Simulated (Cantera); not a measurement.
Input: 1 mol FeS2, a varied amount of O2, at 1052 °C and 97.5 Torr.

These are equilibrium values from Cantera (NASA tables, ideal gas, pure condensed phases), not measurements of a reactor. Candidate condensed phases: Fe, FeO, FeS, FeSO4, FeS2, Fe2O3, Fe2(SO4)3, Fe3O4, S; 12 gas species. Mutual solubility and eutectic melting of coexisting phases are not modelled. FeS: taken at fixed stoichiometry. Equilibrium is a limit: real reactors are often held back by kinetics, nucleation or transport.

At 2 mol O2, list the 4 most abundant gas species with their mole fractions, and the condensed phases.

SO2 0.885, S2 0.108, S2O 0.00552, SO 0.00213. Condensed: FeS(s) + Fe3O4(s).
